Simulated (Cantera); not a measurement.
Source: NASA polynomial tables (part measured, part estimated), evaluated in Cantera. Values are per mole of reaction as written; species without (g) are pure solids or liquids, kept so even where they would boil at 1 bar.

2 C3H8(g) + Ni + H2S(g) → 3 C2H6(g) + NiS, with ΔH° = -109.6 kJ and ΔS° = -35.6 J/K at 300 K.

Problem. How far is the shortcut ΔG° ≈ ΔH°(300 K) − T·ΔS°(300 K) from the full temperature-dependent value at 1348, 1448, 1548, 1648, 1748, 1848, 1948, 2048, 2148, 2248, 2348 K?

Solution. 
| T (K) | shortcut (kJ) | full (kJ) | difference (kJ) | difference in log10 K | condensed phases |
|---|---|---|---|---|---|
| 1348 | -61.5 | -66.6 | 5.1 | -0.20 | Ni(s), NiS(l) |
| 1448 | -57.9 | -66.2 | 8.2 | -0.30 | Ni(s), NiS(l) |
| 1548 | -54.4 | -65.9 | 11.5 | -0.39 | Ni(s), NiS(l) |
| 1648 | -50.8 | -65.7 | 14.9 | -0.47 | Ni(s), NiS(l) |
| 1748 | -47.3 | -65.4 | 18.2 | -0.54 | Ni(l), NiS(l) |
| 1848 | -43.7 | -64.4 | 20.7 | -0.59 | Ni(l), NiS(l) |
| 1948 | -40.1 | -63.5 | 23.3 | -0.63 | Ni(l), NiS(l) |
| 2048 | -36.6 | -62.6 | 26.0 | -0.66 | Ni(l), NiS(l) |
| 2148 | -33.0 | -61.8 | 28.8 | -0.70 | Ni(l), NiS(l) |
| 2248 | -29.4 | -61.0 | 31.6 | -0.73 | Ni(l), NiS(l) |
| 2348 | -25.9 | -60.3 | 34.5 | -0.77 | Ni(l), NiS(l) |
The shortcut ignores heat capacities and the phase changes listed.
